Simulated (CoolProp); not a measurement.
Properties of R1336mzz(Z) along the isotherm 105.15 °C (Tc = 171.3 °C, pc = 2904 kPa, ω = 0.386).

Computed with CoolProp (reference Helmholtz-energy equation of state, McLinden 2020).

```json
[
 {"p (kPa)": "45.9", "phase": "gas", "cv (kJ/(kg K))": "___", "speed of sound (m/s)": "___", "Joule-Thomson coefficient (K/MPa)": "16.05", "expansivity (1/kK)": "2.744"},
 {"p (kPa)": "71.5", "phase": "gas", "cv (kJ/(kg K))": "0.9328", "speed of sound (m/s)": "___", "Joule-Thomson coefficient (K/MPa)": "16.18", "expansivity (1/kK)": "2.804"},
 {"p (kPa)": "111", "phase": "gas", "cv (kJ/(kg K))": "0.9352", "speed of sound (m/s)": "139.1", "Joule-Thomson coefficient (K/MPa)": "16.40", "expansivity (1/kK)": "2.899"},
 {"p (kPa)": "173", "phase": "gas", "cv (kJ/(kg K))": "0.9392", "speed of sound (m/s)": "137.3", "Joule-Thomson coefficient (K/MPa)": "___", "expansivity (1/kK)": "3.060"},
 {"p (kPa)": "270", "phase": "gas", "cv (kJ/(kg K))": "0.9457", "speed of sound (m/s)": "134.3", "Joule-Thomson coefficient (K/MPa)": "17.36", "expansivity (1/kK)": "3.344"},
 {"p (kPa)": "420", "phase": "gas", "cv (kJ/(kg K))": "0.9571", "speed of sound (m/s)": "___", "Joule-Thomson coefficient (K/MPa)": "18.46", "expansivity (1/kK)": "3.886"},
 {"p (kPa)": "654", "phase": "gas", "cv (kJ/(kg K))": "0.9787", "speed of sound (m/s)": "120.5", "Joule-Thomson coefficient (K/MPa)": "20.75", "expansivity (1/kK)": "5.133"},
 {"p (kPa)": "1020", "phase": "liquid", "cv (kJ/(kg K))": "___", "speed of sound (m/s)": "349.1", "Joule-Thomson coefficient (K/MPa)": "0.2035", "expansivity (1/kK)": "3.503"},
 {"p (kPa)": "1590", "phase": "liquid", "cv (kJ/(kg K))": "1.018", "speed of sound (m/s)": "358.6", "Joule-Thomson coefficient (K/MPa)": "0.1693", "expansivity (1/kK)": "3.357"},
 {"p (kPa)": "2470", "phase": "liquid", "cv (kJ/(kg K))": "1.017", "speed of sound (m/s)": "372.2", "Joule-Thomson coefficient (K/MPa)": "0.1240", "expansivity (1/kK)": "3.165"},
 {"p (kPa)": "3850", "phase": "liquid", "cv (kJ/(kg K))": "___", "speed of sound (m/s)": "391.7", "Joule-Thomson coefficient (K/MPa)": "0.06664", "expansivity (1/kK)": "2.923"},
 {"p (kPa)": "5990", "phase": "liquid", "cv (kJ/(kg K))": "1.014", "speed of sound (m/s)": "418.7", "Joule-Thomson coefficient (K/MPa)": "-0.0005465", "expansivity (1/kK)": "___"},
 {"p (kPa)": "9320", "phase": "liquid", "cv (kJ/(kg K))": "1.012", "speed of sound (m/s)": "455.0", "Joule-Thomson coefficient (K/MPa)": "-0.07377", "expansivity (1/kK)": "2.333"},
 {"p (kPa)": "14500", "phase": "liquid", "cv (kJ/(kg K))": "1.011", "speed of sound (m/s)": "502.6", "Joule-Thomson coefficient (K/MPa)": "-0.1476", "expansivity (1/kK)": "2.019"}
]
```

Problem. Complete the blanks.

Solution. 
- 45.9, cv (kJ/(kg K)): 0.9313
- 45.9, speed of sound (m/s): 140.9
- 71.5, speed of sound (m/s): 140.2
- 173, Joule-Thomson coefficient (K/MPa): 16.75
- 420, speed of sound (m/s): 129.3
- 1020, cv (kJ/(kg K)): 1.019
- 3850, cv (kJ/(kg K)): 1.015
- 5990, expansivity (1/kK): 2.641
